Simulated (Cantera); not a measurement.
An adiabatic, constant-pressure homogeneous reactor starts with CH₄ : O₂ : N₂ : H₂ = 1 : 2.44 : 9.17 : 0.56 (molar parts), at 1450 K and 4.93 atm.

Cantera simulation using GRI-Mech 3.0 (53 species, 325 reactions); the numbers are that mechanism's predictions, not measurements.

Predict: time of steepest temperature rise; temperature at 0.300 s; equilibrium temperature; x(O₂) at 0.300 s; x(NO) at 0.300 s; x(H) at 0.300 s; x(CO₂) at 0.300 s.


- time of steepest temperature rise: 84.9 µs
- temperature at 0.300 s: 2819 K
- equilibrium temperature: 2819 K
- x(O₂) at 0.300 s: 0.0205 (gas-phase equilibrium 0.0205)
- x(NO) at 0.300 s: 0.0110 (gas-phase equilibrium 0.0110)
- x(H) at 0.300 s: 0.00439 (gas-phase equilibrium 0.00439)
- x(CO₂) at 0.300 s: 0.0498 (gas-phase equilibrium 0.0498)
